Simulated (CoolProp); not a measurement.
Model: reference Helmholtz-energy equation of state, Bücker 2006, in CoolProp.

**Question.** Give the vapour pressure (MPa), liquid density (kg/m³), liquid cp (kJ/(kg K)), surface tension (mN/m) of saturated isobutane at 290.3, 300.6, 352.1 K.

**Answer.** 
| T (K) | p (MPa) | liquid density (kg/m³) | liquid cp (kJ/(kg K)) | surface tension (mN/m) |
|---|---|---|---|---|
| 290.3 | 0.277 | 560 | 2.38 | 10.9 |
| 300.6 | 0.376 | 548 | 2.45 | 9.73 |
| 352.1 | 1.31 | 472 | 2.93 | 4.32 |

Surface tension comes from a separate correlation (Mulero 2012).
